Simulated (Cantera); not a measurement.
## Si + HBr + H2 (silicon etching in halogen gases)

Feed: 1 mol Si, 4.6 mol HBr, a varied amount of H2, at 75.0 Torr.

Equilibrium computed with Cantera from the NASA thermochemical tables; the gas is ideal and each condensed phase is pure. Candidate condensed phases: Br2, Si; 19 gas species. The tables' values for SiBr3 are old estimates. Kinetics and transport are ignored.

Task: Map the stable condensed phases over T = 523, 573, 623, 673, 723, 773, 823, 873, 923, 973, 1023, 1073, 1123, 1173 K and n(H2) in mol = 1.2, 2.1, 3.8, 6.8, 12, 22, 39.

Result: 
```
T in K \ n(H2) in mol
         1.2 2.1 3.8 6.8  12  22  39
   1173    A   A   A   A   B   B   B
   1123    A   A   A   A   B   B   B
   1073    A   A   A   A   A   B   B
   1023    A   A   A   A   A   B   B
    973    A   A   A   A   A   A   B
    923    A   A   A   A   A   A   A
    873    A   A   A   A   A   A   A
    823    A   A   A   A   A   A   A
    773    A   A   A   A   A   A   A
    723    A   A   A   A   A   A   A
    673    A   A   A   A   A   A   A
    623    A   A   A   A   A   A   A
    573    A   A   A   A   A   A   A
    523    A   A   A   A   A   A   A
```
A: gas only; B: Si.
